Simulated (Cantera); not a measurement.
A perfectly stirred reactor is fed with CH4 : C2H6 : O2 : N2 = 1 : 0.45 : 4.7 : 17.7 (molar parts), equivalence ratio 0.76, at 5.43 atm; it is adiabatic with a 550 K inlet, and is followed from long to short residence time, starting on the burning branch (τ in s: 0.024, 0.013, 0.0073, 0.004, 0.0022, 0.0012, 0.00068, 0.00038, 0.00021, 0.00011, 6.4e-05, 3.5e-05).

Detailed kinetics in Cantera: GRI-Mech 3.0 (53 species, 325 reactions).

Task: What does this change do: N2 17.7 to 12 parts?

Result: 
```
quantity                                                                          before                                   after
------------------------------------------------  --------------------------------------  --------------------------------------
blow-out, bracketed by the residence times tried  burning at 35.0 µs, the shortest tried  burning at 35.0 µs, the shortest tried
x(CH4) at τ = 24.0 ms                                                            2.72e-6                                 6.74e-7
x(C2H6) at τ = 24.0 ms                                                           1.74e-7                                 4.06e-8
x(O2) at τ = 24.0 ms                                                              0.0463                                  0.0579
x(H2O2) at τ = 24.0 ms                                                           2.12e-7                                 6.34e-7
x(HO2) at τ = 24.0 ms                                                            3.04e-6                                 9.86e-6
x(CH4) at τ = 0.680 ms                                                           4.17e-5                                 1.91e-5
x(C2H6) at τ = 0.680 ms                                                          3.97e-6                                 1.33e-6
x(O2) at τ = 0.680 ms                                                             0.0481                                  0.0622
x(H2O2) at τ = 0.680 ms                                                          4.29e-7                                 6.53e-7
x(HO2) at τ = 0.680 ms                                                           9.14e-6                                 1.15e-5
```

Task: What does this change do: inlet temperature 550 to 700 K?

Result: 
| quantity | before | after |
|---|---|---|
| blow-out, bracketed by the residence times tried | burning at 35.0 µs, the shortest tried | burning at 35.0 µs, the shortest tried |
| x(CH4) at τ = 24.0 ms | 2.72e-6 | 1.63e-6 |
| x(C2H6) at τ = 24.0 ms | 1.74e-7 | 9.82e-8 |
| x(O2) at τ = 24.0 ms | 0.0463 | 0.0458 |
| x(H2O2) at τ = 24.0 ms | 2.12e-7 | 2.69e-7 |
| x(HO2) at τ = 24.0 ms | 3.04e-6 | 4.05e-6 |
| x(CH4) at τ = 0.680 ms | 4.17e-5 | 3.12e-5 |
| x(C2H6) at τ = 0.680 ms | 3.97e-6 | 2.66e-6 |
| x(O2) at τ = 0.680 ms | 0.0481 | 0.0480 |
| x(H2O2) at τ = 0.680 ms | 4.29e-7 | 3.92e-7 |
| x(HO2) at τ = 0.680 ms | 9.14e-6 | 7.81e-6 |

Task: What does this change do: C2H6 0.45 to 0.62 parts?

Result: 
```
quantity                                                                          before                                   after
------------------------------------------------  --------------------------------------  --------------------------------------
blow-out, bracketed by the residence times tried  burning at 35.0 µs, the shortest tried  burning at 35.0 µs, the shortest tried
x(CH4) at τ = 24.0 ms                                                            2.72e-6                                 1.48e-6
x(C2H6) at τ = 24.0 ms                                                           1.74e-7                                 9.96e-8
x(O2) at τ = 24.0 ms                                                              0.0463                                  0.0220
x(H2O2) at τ = 24.0 ms                                                           2.12e-7                                 2.52e-7
x(HO2) at τ = 24.0 ms                                                            3.04e-6                                 3.09e-6
x(CH4) at τ = 0.680 ms                                                           4.17e-5                                 2.77e-5
x(C2H6) at τ = 0.680 ms                                                          3.97e-6                                 2.96e-6
x(O2) at τ = 0.680 ms                                                             0.0481                                  0.0259
x(H2O2) at τ = 0.680 ms                                                          4.29e-7                                 3.88e-7
x(HO2) at τ = 0.680 ms                                                           9.14e-6                                 6.61e-6
```
